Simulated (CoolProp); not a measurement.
Properties of R134a at several states.

Computed with CoolProp (reference Helmholtz-energy equation of state, Tillner-Roth 1994).

```tsv
T (K)	p (MPa)	phase	cp (kJ/(kg K))	cv (kJ/(kg K))
229.4	0.0848	liquid	[?]	[?]
179.8	0.122	liquid	[?]	[?]
408.2	0.282	gas	[?]	[?]
```

Some entries are withheld; supply them.


- 229.4, cp (kJ/(kg K)): 1.248
- 229.4, cv (kJ/(kg K)): 0.8289
- 179.8, cp (kJ/(kg K)): 1.187
- 179.8, cv (kJ/(kg K)): 0.7912
- 408.2, cp (kJ/(kg K)): 1.031
- 408.2, cv (kJ/(kg K)): 0.9417
